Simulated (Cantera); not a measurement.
A perfectly stirred reactor is fed with CH4 : H2 : O2 : N2 = 1 : 0.85 : 4.66 : 17.5 (molar parts), equivalence ratio 0.52, at 1950 Torr; it is adiabatic with a 675 K inlet, and is followed from long to short residence time, starting on the burning branch (τ in s: 0.061, 0.031, 0.015, 0.0076, 0.0038, 0.0019, 0.00095, 0.00047, 0.00024, 0.00012, 5.9e-05).

Detailed kinetics in Cantera: GRI-Mech 3.0 (53 species, 325 reactions).

Question: Predict: blow-out, bracketed by the residence times tried; x(CH4) at τ = 61.0 ms; x(H2) at τ = 61.0 ms; x(O2) at τ = 61.0 ms; x(OH) at τ = 61.0 ms; x(H2O) at τ = 61.0 ms; x(CH4) at τ = 1.90 ms; x(H2) at τ = 1.90 ms; x(O2) at τ = 1.90 ms; x(OH) at τ = 1.90 ms; x(H2O) at τ = 1.90 ms.

Answer: 
- blow-out, bracketed by the residence times tried: burning at 59.0 µs, the shortest tried
- x(CH4) at τ = 61.0 ms: 6.03e-6
- x(H2) at τ = 61.0 ms: 5.62e-5
- x(O2) at τ = 61.0 ms: 0.0945
- x(OH) at τ = 61.0 ms: 0.000967
- x(H2O) at τ = 61.0 ms: 0.120
- x(CH4) at τ = 1.90 ms: 6.00e-5
- x(H2) at τ = 1.90 ms: 0.000467
- x(O2) at τ = 1.90 ms: 0.0948
- x(OH) at τ = 1.90 ms: 0.00248
- x(H2O) at τ = 1.90 ms: 0.119
